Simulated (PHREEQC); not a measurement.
## Spent oxide etchant

Consider water at 26 °C and 50 atm with 0.0032 mol/kgw HF, 0.12 mol/kgw (NH4)2SiF6 and 0.00017 mol/kgw H2SO4. Closed to the air; pH follows from the charge balance.

Computed with PHREEQC (ion-association model, phreeqc.dat).

No solid was allowed to form.

Problem. Predict the pH, ionic strength, activity of water.

Solution. pH 2.83; ionic strength 0.362 mol/kgw; activity of water 0.994.

Problem. In which forms is S present?

Solution. SO4-2 60 %, NH4SO4- 37 %, HSO4- 2.7 % of the S.

Examples of supersaturated solids here: Quartz (slow to form), Chalcedony (slow to form). Others may be too. Under pressure, the constants of complexes without a molar volume in the database are unreliable. SiF6-2 is the database's only silicon fluoride.
